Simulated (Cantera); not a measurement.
Cantera run, input and output.

```python
import numpy as np
import cantera as ct

gas = ct.Solution("h2o2.yaml")
gas.TPX = 925, 200, {'H2': 0.2, 'O2': 1, 'H2O': 0.046}
reactor = ct.IdealGasConstPressureReactor(gas, energy="off", clone=False)
net = ct.ReactorNet([reactor])
net.rtol, net.atol = 1e-08, 1e-18
show = ['H2', 'O2', 'H2O2', 'H2O', 'H']
times = np.geomspace(3e-05, 50, 13)

steps = ct.SolutionArray(gas, extra=["t"])
rows = []
print(f"{'t/s':>10s}{'T/K':>9s}{'P/Pa':>11s}" + "".join(f"{s:>11s}" for s in show))
for t in times:
    while net.time < t:
        t_next = net.step()
        steps.append(gas.state, t=t_next)
    rows.append([np.interp(t, steps.t, y) for y in (steps.T, steps.P, *steps(*show).X.T)])
    print(f"{t:10.3e}{rows[-1][0]:9.1f}{rows[-1][1]:11.4g}" + "".join(f"{x:11.3e}" for x in rows[-1][2:]))
rate = np.gradient(steps.T, steps.t)
print("integrator steps:", len(steps.t))
if steps.T.max() > steps.T[0] + 200:
    print(f"time of steepest temperature rise: {steps.t[rate.argmax()]:.4e} s")
gas.TPX = 925, 200, {'H2': 0.2, 'O2': 1, 'H2O': 0.046}
gas.equilibrate("TP")
print(f"equilibrium (TP): T = {gas.T:.1f} K  " + "  ".join(f"{s} {gas[s].X[0]:.3e}" for s in show))
```

It prints:

```
       t/s      T/K       P/Pa         H2         O2       H2O2        H2O          H
 3.000e-05    925.0        200  1.605e-01  8.026e-01  8.559e-19  3.692e-02  6.062e-13
 9.899e-05    925.0        200  1.605e-01  8.026e-01  9.209e-18  3.692e-02  1.971e-12
 3.267e-04    925.0        200  1.605e-01  8.026e-01  1.001e-16  3.692e-02  6.320e-12
 1.078e-03    925.0        200  1.605e-01  8.026e-01  1.091e-15  3.692e-02  2.144e-11
 3.557e-03    925.0        200  1.605e-01  8.026e-01  1.190e-14  3.692e-02  1.200e-10
 1.174e-02    925.0        200  1.605e-01  8.026e-01  1.390e-13  3.692e-02  7.087e-09
 3.873e-02    925.0        200  1.547e-01  7.996e-01  2.983e-09  4.114e-02  2.802e-03
 1.278e-01    925.0        200  5.272e-03  7.463e-01  2.806e-08  1.760e-01  4.326e-02
 4.217e-01    925.0        200  1.377e-03  7.774e-01  4.723e-08  2.085e-01  4.985e-03
 1.392e+00    925.0        200  9.015e-05  7.848e-01  4.736e-08  2.143e-01  7.334e-05
 4.592e+00    925.0        200  5.897e-06  7.853e-01  2.091e-08  2.146e-01  1.334e-06
 1.515e+01    925.0        200  6.830e-07  7.853e-01  8.044e-09  2.146e-01  6.153e-08
 5.000e+01    925.0        200  1.221e-07  7.853e-01  3.317e-09  2.147e-01  5.191e-09
integrator steps: 2026
equilibrium (TP): T = 925.0 K  H2 4.260e-11  O2 7.853e-01  H2O2 8.496e-12  H2O 2.147e-01  H 3.825e-14
```

Detailed kinetics in Cantera: the H2/O2 subset of GRI-Mech 3.0, which has no nitrogen chemistry. Radical loss at walls, strong at low pressure, is not modelled. Below about 950 K walls govern HO2 and H2O2 in real vessels. The temperature is held fixed by assumption; the heat of reaction is taken as removed at once.
